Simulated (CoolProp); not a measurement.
c-C4F8 (RC318) along the isobar 1.65 MPa: fugacity coefficient from the reference equation and from simpler models built on Tc = 388.4 K, pc = 2.778 MPa, ω = 0.355; each cubic takes its own stable root.

The numbers come from the reference Helmholtz-energy equation of state, Platzer 1990 in CoolProp. This equation is an older, rougher fit; its heat capacities, sound speeds and derivatives of the liquid may be far off and weren't checked against measurements.

```json
[
 {"T (K)": "349.4", "phase": "liquid", "reference": "0.6037", "van der Waals": "0.7708", "Soave-Redlich-Kwong": "0.6086", "Peng-Robinson": "0.5912"},
 {"T (K)": "368.2", "phase": "gas", "reference": "0.7648", "van der Waals": "0.7995", "Soave-Redlich-Kwong": "0.7614", "Peng-Robinson": "0.7440"},
 {"T (K)": "387", "phase": "gas", "reference": "0.8047", "van der Waals": "0.8231", "Soave-Redlich-Kwong": "0.8010", "Peng-Robinson": "0.7835"},
 {"T (K)": "405.9", "phase": "gas", "reference": "0.8358", "van der Waals": "0.8430", "Soave-Redlich-Kwong": "0.8330", "Peng-Robinson": "0.8158"},
 {"T (K)": "424.7", "phase": "gas", "reference": "0.8608", "van der Waals": "0.8600", "Soave-Redlich-Kwong": "0.8593", "Peng-Robinson": "0.8424"},
 {"T (K)": "443.5", "phase": "gas", "reference": "0.8813", "van der Waals": "0.8746", "Soave-Redlich-Kwong": "0.8813", "Peng-Robinson": "0.8648"},
 {"T (K)": "462.3", "phase": "gas", "reference": "0.8986", "van der Waals": "0.8872", "Soave-Redlich-Kwong": "0.8998", "Peng-Robinson": "0.8838"},
 {"T (K)": "481.2", "phase": "gas", "reference": "0.9132", "van der Waals": "0.8984", "Soave-Redlich-Kwong": "0.9156", "Peng-Robinson": "0.9001"},
 {"T (K)": "500", "phase": "gas", "reference": "0.9256", "van der Waals": "0.9081", "Soave-Redlich-Kwong": "0.9290", "Peng-Robinson": "0.9141"}
]
```

At some of these states van der Waals gives the other phase, because its saturation line lies elsewhere.
